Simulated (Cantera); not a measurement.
Thermodynamics of silicon carbide growth, feed Si(CH3)4 + C2H4 + H2

Feed: 1 mol Si(CH3)4, 0.42 mol C2H4, 1100 mol H2, held at 2598 K and 1.00 bar.

Cantera equilibrium calculation (NASA polynomials, part measured and part estimated; ideal gas, pure solids and liquids). Candidate condensed phases: C, C6H6, C7H8, C8H18, Si, SiC; 87 gas species. Gases not in the tables: Si2H6 and higher silanes. The numbers say what is thermodynamically allowed, not how fast it happens.

```json
{
 "x(H2)": "0.960",
 "x(H)": "0.0373",
 "x(C2H2 (acetylene))": "0.00206",
 "x(Si)": "0.000613",
 "x(SiH)": "0.000137",
 "x(SiH2)": "8.79e-5",
 "x(CH4)": "4.34e-5",
 "x(CH3)": "2.96e-5",
 "x(SiC2)": "2.78e-5",
 "gas_amount": "1129 mol",
 "log10 activity of C(graphite) (absent)": "-0.44",
 "log10 activity of Si(l) (absent)": "-1.20"
}
```
